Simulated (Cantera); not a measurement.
Input (Python, Cantera):

```python
import numpy as np
import cantera as ct

gas = ct.Solution("gri30.yaml")


def delay(T, t_max=10):
    gas.TPX = T, 100000, {'CH4': 1, 'C2H6': 0.058, 'O2': 1.69, 'N2': 8.3}
    reactor = ct.IdealGasConstPressureReactor(gas, clone=False)
    net = ct.ReactorNet([reactor])
    net.rtol, net.atol = 1e-8, 1e-16
    while net.time < t_max:
        t_old, T_old = net.time, reactor.T
        net.step()
        if reactor.T > T + 400:  # ignition: a rise of 400 K
            return t_old + (T + 400 - T_old) / (reactor.T - T_old) * (net.time - t_old)
    return np.nan


taus = []
for T in [1100, 1200, 1300, 1400, 1500, 1600]:
    taus.append(delay(T))
    print(f"T0 = {T:6g} K   tau = {taus[-1]:.4e} s")
```

It prints:

```
T0 =   1100 K   tau = 5.5189e-02 s
T0 =   1200 K   tau = 1.6236e-02 s
T0 =   1300 K   tau = 4.9788e-03 s
T0 =   1400 K   tau = 1.5815e-03 s
T0 =   1500 K   tau = 5.4422e-04 s
T0 =   1600 K   tau = 2.1519e-04 s
```

Cantera simulation using GRI-Mech 3.0 (53 species, 325 reactions); the numbers are that mechanism's predictions, not measurements.
